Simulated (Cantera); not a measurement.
Charge: 1 mol CF4, a varied amount of CH4, equilibrated at 1498 K and 7.60 mbar.

Method: chemical equilibrium by Gibbs-energy minimisation in Cantera with the NASA 1993 tables (ideal gas, pure condensed phases). Candidate condensed phases: C, C6H6, C7H8, C8H18; 95 gas species. Gases not in the tables: C2F6 and larger saturated fluorocarbons. Rates play no part.

x: gas mole fraction; n: condensed amount in mol.

| n(CH4) (mol) | x HF | x CF4 | x H2 | x CF2 | x H | n C(graphite) |
|---|---|---|---|---|---|---|
| 0.17 | 0.450 | 0.549 | 1.42e-9 | 0.000353 | 7.43e-9 | 0.340 |
| 0.25 | ? | ? | ? | ? | ? | ? |
| 0.37 | 0.701 | 0.298 | 4.67e-9 | 0.000260 | 1.35e-8 | 0.740 |
| 0.55 | 0.830 | 0.170 | 8.68e-9 | 0.000196 | 1.84e-8 | 1.10 |
| 0.82 | 0.948 | ? | ? | ? | ? | ? |
| 1.2 | 0.909 | <1e-12 | 0.0909 | 2.25e-11 | 5.94e-5 | 2.20 |
| 1.8 | 0.714 | <1e-12 | 0.286 | 4.41e-12 | 0.000105 | 2.80 |

### Question
Complete the blanks.

### Answer

- 0.25, x HF: 0.571
- 0.25, x CF4: 0.428
- 0.25, x H2: 2.59e-9
- 0.25, x CF2: 0.000311
- 0.25, x H: 1.00e-8
- 0.25, n C(graphite): 0.500
- 0.82, x CF4: 0.0519
- 0.82, x H2: 2.05e-8
- 0.82, x CF2: 0.000108
- 0.82, x H: 2.82e-8
- 0.82, n C(graphite): 1.64
